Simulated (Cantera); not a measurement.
Cantera run:

```python
import numpy as np
import cantera as ct

gas_names = [...]  # 92 gases of nasa_gas.yaml made of C, H, N
cond_names = """
    C(gr) C6H6(L) C7H8(L) C8H18(L),n-octa
""".split()


# ... load() reads the species with a 1 bar reference pressure and builds the phases ...
atoms = {
    'toluene': {'C': 7, 'H': 8},
    'NH3': {'N': 1, 'H': 3},
    'H2': {'H': 2},
}
top_T = {'C(gr)': 4500}  # K; cautious upper limits of use, not melting points


# ... equilibrate(T, P, feed) seeds the gas with the atoms and calls Mixture.equilibrate('TP', solver="vcs", rtol=1e-11, max_steps=5000) ...
results = []
feed = {'toluene': 1, 'NH3': 0.012, 'H2': 8.1}  # mol
T = 3023  # K
P = 101325  # Pa
mix = equilibrate(T, P, feed)
results.append((T, P, feed, dict(zip(mix.species_names, mix.species_moles))))
x = sorted(zip(gas.X, gas.species_names), reverse=True)
print(f"T = {T:g} K  P = {P:g} Pa  gas = {mix.phase_moles(0):.4g} mol")
print("   x: " + "  ".join(f"{s} {v:.3e}" for v, s in x if v > 1e-06))
print("   condensed (mol): " + ("  ".join(f"{mix.phase(i).name} {mix.phase_moles(i):.4g}"
      for i in range(1, mix.n_phases) if mix.phase_moles(i) > 1e-12) or "none"))
```

Result:

```
T = 3023 K  P = 101325 Pa  gas = 13.12 mol
   x: H2 7.924e-01  H 1.498e-01  C2H2,acetylene 5.267e-02  C2H 1.768e-03  C4H2 1.461e-03  HCN 7.287e-04  C3 3.927e-04  C2H2,vinylidene 1.750e-04  CH3 1.442e-04  HNC 1.400e-04  CH2 6.361e-05  C 6.215e-05  CH4 4.845e-05  C6H2 4.301e-05  C2 4.007e-05  CH 2.409e-05  C3H3,propargyl 2.247e-05  N2 1.550e-05  C2H3,vinyl 1.461e-05  CN 1.453e-05  C5 7.702e-06  C2H4 6.684e-06  C4 1.417e-06  C3H4,propyne 1.008e-06
   condensed (mol): C(gr) 5.452
```

Cantera equilibrium calculation (NASA polynomials, part measured and part estimated; ideal gas, pure solids and liquids).
